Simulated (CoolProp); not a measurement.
Vapour-liquid equilibrium of cyclohexane (1) + n-nonane (2) at 1.1 MPa; x and y are mole fractions of (1).

Computed with CoolProp (multi-fluid Helmholtz-energy mixture model, Zhou 2014 and Lemmon 2006; pair parameters Bell 2016).

**Question.** Give the bubble temperature and the first vapour's composition at x = 0.15, 0.45, 0.55. Is there an azeotrope?

**Answer.** x = 0.15: 527.9 K, y = 0.278; x = 0.45: 500.1 K, y = 0.673; x = 0.55: 491.8 K, y = 0.764. No azeotrope shows between x = 0.05 and 0.95.

Pair parameters are fitted to limited data, so mixtures are less certain than the pure fluids.
